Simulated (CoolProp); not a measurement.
Saturation properties of R113 (Tc = 214.1 °C, pc = 3.392 MPa, ω = 0.253).

Model: reference Helmholtz-energy equation of state, Marx 1992, in CoolProp.

| T (°C) | p (MPa) | vapour Z | surface tension (mN/m) |
|---|---|---|---|
| 86.05 | 0.3102 | 0.9084 | 10.6 |
| 92.35 | 0.3633 | 0.8975 | 9.96 |
| 98.65 | 0.4230 | 0.8858 | 9.32 |
| 104.95 | 0.4897 | 0.8732 | 8.69 |
| 111.25 | 0.5640 | 0.8598 | ? |
| 117.55 | ? | ? | 7.47 |
| 123.85 | 0.7374 | 0.8302 | 6.87 |
| 130.15 | 0.8377 | 0.8140 | 6.28 |
| 136.45 | 0.9477 | 0.7966 | 5.70 |
| 142.75 | 1.068 | ? | 5.13 |
| 149.05 | 1.199 | 0.7584 | 4.58 |
| 155.35 | 1.342 | 0.7373 | 4.03 |
| 161.65 | 1.497 | 0.7146 | 3.50 |

Question: What belongs in the gaps?

Answer: 
- 111.25, surface tension (mN/m): 8.08
- 117.55, p (MPa): 0.6464
- 117.55, vapour Z: 0.8455
- 142.75, vapour Z: 0.7782

It boils at 47.6 °C under 1 atm.

Surface tension comes from a separate correlation (Mulero 2012).
